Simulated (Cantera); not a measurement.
A closed system holds: 1 mol SiH₂Cl₂, 0.24 mol HCl, 5.9 mol H₂, 0.74 mol Cl₂, held at 0.0140 bar.

Cantera equilibrium calculation (NASA polynomials, part measured and part estimated; ideal gas, pure solids and liquids). Candidate condensed phases: Si; 19 gas species. Rates play no part.

Problem. Which condensed phases are stable at each of these points (T (K)): 923, 973, 1023, 1073, 1123, 1173, 1223, 1273, 1323, 1373?

Solution. 
| T (K) | condensed phases | Si condensed (%) |
|---|---|---|
| 923 | Si(s) | 5.9 |
| 973 | Si(s) | 7.5 |
| 1023 | Si(s) | 9.2 |
| 1073 | Si(s) | 10.7 |
| 1123 | Si(s) | 11.6 |
| 1173 | Si(s) | 11.0 |
| 1223 | Si(s) | 8.5 |
| 1273 | Si(s) | 4.3 |
| 1323 | gas only | 0.0 |
| 1373 | gas only | 0.0 |

From 923 K to 1273 K the condensed part is Si(s). From 1323 K to 1373 K nothing is condensed.
